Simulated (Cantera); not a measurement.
A Cantera script and what it prints.

```python
import numpy as np
import cantera as ct

gas_names = """
    C CO CO2 C2 C2O C3 C3O2 C4 C5 Mg MgO Mg2 O O2 O3
""".split()
cond_names = """
    C(gr) Mg(cr) Mg(L) MgCO3(s) MgO(s) MgO(L)
""".split()


def load(file, names, dense=False):
    # The tables refer to 1 bar. Condensed volumes are neglected.
    table = {s.name: s for s in ct.Species.list_from_file(file)}
    out = []
    for n in names:
        d = dict(table[n].input_data)
        d["thermo"] = dict(d["thermo"], **{"reference-pressure": 1e5})
        if dense:
            d["equation-of-state"] = {"model": "constant-volume", "density": "1e6 g/cm^3"}
        out.append(ct.Species.from_dict(d))
    return out


gas = ct.Solution(thermo="ideal-gas", species=load("nasa_gas.yaml", gas_names))
cond = {s.name: ct.Solution(thermo="fixed-stoichiometry", species=[s], name=s.name)
        for s in load("nasa_condensed.yaml", cond_names, dense=True)}
atoms = {
    'MgO': {'Mg': 1, 'O': 1},
    'CO': {'C': 1, 'O': 1},
}
top_T = {'C(gr)': 4500}  # K; cautious upper limits of use, not melting points


def equilibrate(T, P, feed):
    n = {}
    for name, mol in feed.items():
        for a, k in atoms[name].items():
            n[a] = n.get(a, 0.0) + k * mol
    gas.TPX = T, P, n
    mass = sum(n.values()) * gas.mean_molecular_weight
    gas.equilibrate("TP")
    valid = [c for c in cond.values() if c.min_temp <= T <= top_T.get(c.name, c.max_temp)]
    mix = ct.Mixture([(gas, mass / gas.mean_molecular_weight)] + [(c, 0.0) for c in valid])
    mix.T, mix.P = T, P
    mix.equilibrate("TP", solver="vcs", rtol=1e-11, max_steps=5000)
    return mix


results = []
feed = {'MgO': 1, 'CO': 6.3}  # mol
P = 34  # Pa
for T in [898, 998, 1098, 1198, 1298, 1398, 1498, 1598, 1698]:
    mix = equilibrate(T, P, feed)
    results.append((T, P, feed, dict(zip(mix.species_names, mix.species_moles))))
    x = sorted(zip(gas.X, gas.species_names), reverse=True)
    print(f"T = {T:g} K  P = {P:g} Pa  gas = {mix.phase_moles(0):.4g} mol")
    print("   x: " + "  ".join(f"{s} {v:.3e}" for v, s in x if v > 1e-05))
    print("   condensed (mol): " + ("  ".join(f"{mix.phase(i).name} {mix.phase_moles(i):.4g}"
          for i in range(1, mix.n_phases) if mix.phase_moles(i) > 1e-12) or "none"))
```

Result:

```
T = 898 K  P = 34 Pa  gas = 6.287 mol
   x: CO 9.980e-01  CO2 1.990e-03
   condensed (mol): C(gr) 0.01251  MgO(s) 1
T = 998 K  P = 34 Pa  gas = 6.299 mol
   x: CO 9.998e-01  CO2 2.009e-04
   condensed (mol): C(gr) 0.001265  MgO(s) 1
T = 1098 K  P = 34 Pa  gas = 6.3 mol
   x: CO 1.000e+00  CO2 3.104e-05
   condensed (mol): C(gr) 0.0001952  MgO(s) 1
T = 1198 K  P = 34 Pa  gas = 6.3 mol
   x: CO 1.000e+00  CO2 1.070e-05  Mg 1.070e-05
   condensed (mol): MgO(s) 0.9999
T = 1298 K  P = 34 Pa  gas = 6.3 mol
   x: CO 9.999e-01  CO2 6.250e-05  Mg 6.250e-05
   condensed (mol): MgO(s) 0.9996
T = 1398 K  P = 34 Pa  gas = 6.302 mol
   x: CO 9.994e-01  Mg 2.827e-04  CO2 2.827e-04
   condensed (mol): MgO(s) 0.9982
T = 1498 K  P = 34 Pa  gas = 6.307 mol
   x: CO 9.979e-01  Mg 1.041e-03  CO2 1.041e-03
   condensed (mol): MgO(s) 0.9934
T = 1598 K  P = 34 Pa  gas = 6.321 mol
   x: CO 9.935e-01  Mg 3.247e-03  CO2 3.247e-03
   condensed (mol): MgO(s) 0.9795
T = 1698 K  P = 34 Pa  gas = 6.356 mol
   x: CO 9.824e-01  Mg 8.801e-03  CO2 8.800e-03
   condensed (mol): MgO(s) 0.9441
```

Method: chemical equilibrium by Gibbs-energy minimisation in Cantera with the NASA 1993 tables (ideal gas, pure condensed phases).
